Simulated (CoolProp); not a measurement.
Vapour-liquid equilibrium of ethanol (1) + cyclohexane (2) at 310 kPa; x and y are mole fractions of (1).

Values from CoolProp's multi-fluid Helmholtz-energy mixture model, Schroeder 2014 and Zhou 2014; pair parameters Bell 2016.

### Question
Give the bubble temperature and the first vapour's composition at x = 0.05, 0.15, 0.65. Is there an azeotrope?

### Answer
x = 0.05: 387.4 K, y = 0.213; x = 0.15: 379.1 K, y = 0.400; x = 0.65: 374.3 K, y = 0.585. y crosses x between x = 0.55 and 0.65: the model has an azeotrope there.

Pair parameters are fitted to limited data, so mixtures are less certain than the pure fluids.
